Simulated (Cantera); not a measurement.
Input (Python, Cantera) and output of one run.

```python
import numpy as np
import cantera as ct

gas_names = """
    B BH BH2 BH3 BO BO2 B2 B2O B2O2 B2O3 B3O3H3 H HBO HBO2 HO2 H2 H2O H2O2 H3B3O6 O OH O2 O3
""".split()
cond_names = """
    B(b) B(L) B2O3(L) B3O3H3(cr) H2O(s) H2O(L)
""".split()


# ... load() reads the species with a 1 bar reference pressure and builds the phases ...
atoms = {
    'B2H6': {'B': 2, 'H': 6},
    'O2': {'O': 2},
    'H2': {'H': 2},
}
top_T = {}  # K; cautious upper limits of use, not melting points


# ... equilibrate(T, P, feed) seeds the gas with the atoms and calls Mixture.equilibrate('TP', solver="vcs", rtol=1e-11, max_steps=5000) ...
results = []
T = 1148.15  # K
P = 13332.2  # Pa
for m in [0.79, 0.9, 1, 1.2, 1.4, 1.6, 1.8, 2.1, 2.4, 2.8, 3.2]:
    feed = {'B2H6': 1, 'O2': m, 'H2': 1.7}  # mol
    mix = equilibrate(T, P, feed)
    results.append((T, P, feed, dict(zip(mix.species_names, mix.species_moles))))

top = {s: max(r[3][s] / sum(r[3][g] for g in gas_names) for r in results) for s in gas_names}
cols = sorted((s for s in top if top[s] > 1e-06), key=lambda s: -top[s])[:7]
seen = [c for c in cond_names if any(r[3].get(c, 0) > 1e-12 for r in results)]
print("log10 of partial pressures in bar; condensed amounts in mol")
print(f"{'n(O2)':>10s}" + "".join(f"{s[:9]:>10s}" for s in cols + seen))
for T, P, feed, n in results:
    ng = sum(n[g] for g in gas_names)
    print(f"{feed['O2']:10.4g}" + "".join(f"{np.log10(max(n[s] / ng * P / 1e5, 1e-99)):10.3f}" for s in cols)
          + "".join(f"{n.get(c, 0):10.4g}" for c in seen))
```

Result:

```
log10 of partial pressures in bar; condensed amounts in mol
     n(O2)        H2       H2O    H3B3O6    B3O3H3      HBO2       HBO      B(b)   B2O3(L)
      0.79    -0.876    -7.451   -13.022    -3.486    -7.142    -5.073    0.9351    0.5151
       0.9    -0.876    -7.451   -13.022    -3.486    -7.142    -5.073    0.7884    0.5884
         1    -0.876    -7.451   -13.022    -3.486    -7.142    -5.073    0.6551    0.6551
       1.2    -0.876    -7.451   -13.022    -3.486    -7.142    -5.073    0.3884    0.7884
       1.4    -0.876    -7.451   -13.022    -3.486    -7.142    -5.073    0.1217    0.9217
       1.6    -0.894    -2.248    -5.217   -11.344    -4.540    -7.693         0    0.9992
       1.8    -0.934    -1.771    -4.501   -12.181    -4.302    -7.972         0    0.9975
       2.1    -1.003    -1.470    -4.050   -12.838    -4.151    -8.191         0     0.994
       2.4    -1.085    -1.294    -3.786   -13.347    -4.063    -8.360         0    0.9898
       2.8    -1.225    -1.135    -3.547   -14.006    -3.984    -8.580         0    0.9832
       3.2    -1.433    -1.018    -3.373   -14.805    -3.925    -8.846         0    0.9755
```

Cantera equilibrium calculation (NASA polynomials, part measured and part estimated; ideal gas, pure solids and liquids). The feed counts by its element totals alone. Mutual solubility and eutectic melting of coexisting phases are not modelled. Gases not in the tables: H3BO3.
